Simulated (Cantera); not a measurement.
Cantera run:

```python
import numpy as np
import cantera as ct

gas_names = """
    CL CLO CL2 O O2 O3 Ti TiCL TiCL2 TiCL3 TiCL4 TiO TiOCL TiOCL2 TiO2
""".split()
cond_names = """
    Ti(a) Ti(b) Ti(L) TiCL2(s) TiCL3(s) TiCL4(L) TiO(a) TiO(b) TiO(L) TiO2(ru) TiO2(L) Ti2O3(a) Ti2O3(b)
    Ti2O3(L) Ti3O5(a) Ti3O5(b) Ti3O5(L) Ti4O7(s) Ti4O7(L)
""".split()


def load(file, names, dense=False):
    # The tables refer to 1 bar. Condensed volumes are neglected.
    table = {s.name: s for s in ct.Species.list_from_file(file)}
    out = []
    for n in names:
        d = dict(table[n].input_data)
        d["thermo"] = dict(d["thermo"], **{"reference-pressure": 1e5})
        if dense:
            d["equation-of-state"] = {"model": "constant-volume", "density": "1e6 g/cm^3"}
        out.append(ct.Species.from_dict(d))
    return out


gas = ct.Solution(thermo="ideal-gas", species=load("nasa_gas.yaml", gas_names))
cond = {s.name: ct.Solution(thermo="fixed-stoichiometry", species=[s], name=s.name)
        for s in load("nasa_condensed.yaml", cond_names, dense=True)}
atoms = {
    'TiO2': {'Ti': 1, 'O': 2},
    'Cl2': {'CL': 2},
    'O2': {'O': 2},
}
top_T = {'TiCL2(s)': 1300, 'TiCL3(s)': 1000}  # K; cautious upper limits of use, not melting points


def equilibrate(T, P, feed):
    n = {}
    for name, mol in feed.items():
        for a, k in atoms[name].items():
            n[a] = n.get(a, 0.0) + k * mol
    gas.TPX = T, P, n
    mass = sum(n.values()) * gas.mean_molecular_weight
    gas.equilibrate("TP")
    valid = [c for c in cond.values() if c.min_temp <= T <= top_T.get(c.name, c.max_temp)]
    mix = ct.Mixture([(gas, mass / gas.mean_molecular_weight)] + [(c, 0.0) for c in valid])
    mix.T, mix.P = T, P
    mix.equilibrate("TP", solver="vcs", rtol=1e-11, max_steps=5000)
    return mix


results = []
feed = {'TiO2': 1, 'Cl2': 6.5, 'O2': 14}  # mol
P = 1000  # Pa
for T in [1225, 1275, 1325, 1375, 1425, 1475, 1525, 1575, 1625, 1675, 1725]:
    mix = equilibrate(T, P, feed)
    results.append((T, P, feed, dict(zip(mix.species_names, mix.species_moles))))

top = {s: max(r[3][s] / sum(r[3][g] for g in gas_names) for r in results) for s in gas_names}
cols = sorted((s for s in top if top[s] > 0.0001), key=lambda s: -top[s])[:8]
seen = [c for c in cond_names if any(r[3].get(c, 0) > 1e-12 for r in results)]
print("log10 of partial pressures in bar; condensed amounts in mol")
print(f"{'T/K':>10s}" + "".join(f"{s[:9]:>10s}" for s in cols + seen))
for T, P, feed, n in results:
    ng = sum(n[g] for g in gas_names)
    print(f"{T:10.4g}" + "".join(f"{np.log10(max(n[s] / ng * P / 1e5, 1e-99)):10.3f}" for s in cols)
          + "".join(f"{n.get(c, 0):10.4g}" for c in seen))
```

Output:

```
log10 of partial pressures in bar; condensed amounts in mol
       T/K        O2        CL       CL2       CLO         O  TiO2(ru)
      1225    -2.173    -3.479    -2.530    -5.991    -8.462    0.9999
      1275    -2.177    -3.280    -2.549    -5.833    -8.041    0.9999
      1325    -2.183    -3.100    -2.577    -5.692    -7.652    0.9998
      1375    -2.191    -2.940    -2.617    -5.570    -7.292    0.9997
      1425    -2.202    -2.800    -2.673    -5.467    -6.958    0.9995
      1475    -2.214    -2.681    -2.746    -5.383    -6.649    0.9994
      1525    -2.227    -2.582    -2.841    -5.318    -6.360    0.9993
      1575    -2.240    -2.503    -2.958    -5.272    -6.090    0.9993
      1625    -2.252    -2.444    -3.097    -5.244    -5.837    0.9994
      1675    -2.262    -2.402    -3.255    -5.230    -5.597    0.9994
      1725    -2.270    -2.373    -3.425    -5.226    -5.371    0.9995
```

These are equilibrium values from Cantera (NASA tables, ideal gas, pure condensed phases), not measurements of a reactor.
